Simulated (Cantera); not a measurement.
Charge: 1 mol CH2F2, 0.065 mol H2, equilibrated at 675 K and 40.0 Pa.

Method: chemical equilibrium by Gibbs-energy minimisation in Cantera with the NASA 1993 tables (ideal gas, pure condensed phases). Candidate condensed phases: C, C6H6, C7H8, C8H18; 95 gas species. Kinetics and transport are ignored.

Base state: HF 0.969, H2 0.0315 (mole fractions); condensed: C(graphite).

Task: What changes in the equilibrium state with this change: H2 from 0.065 to 5 mol?

Result: 
| species | before | after |
|---|---|---|
| H2 | 0.0315 | 0.710 |
| HF | 0.969 | 0.287 |
| CH4 | 5.78e-6 | 0.00295 |
| C(graphite), mol | 1.000 | 0.979 |

Task: What changes in the equilibrium state with this change: temperature from 675 K to 3200 K?

Result: 
```tsv
species	before	after
H	<1e-9	0.394
F	<1e-9	0.357
C	<1e-9	0.118
HF	0.969	0.0821
C3	<1e-9	0.0221
C2	<1e-9	0.0149
H2	0.0315	0.000788
CF	<1e-9	0.00956
C2H	<1e-9	0.000234
CH	<1e-9	2.19e-5
C4	<1e-9	2.01e-5
CF2	<1e-9	1.92e-5
C(graphite), mol	1.000	0
```
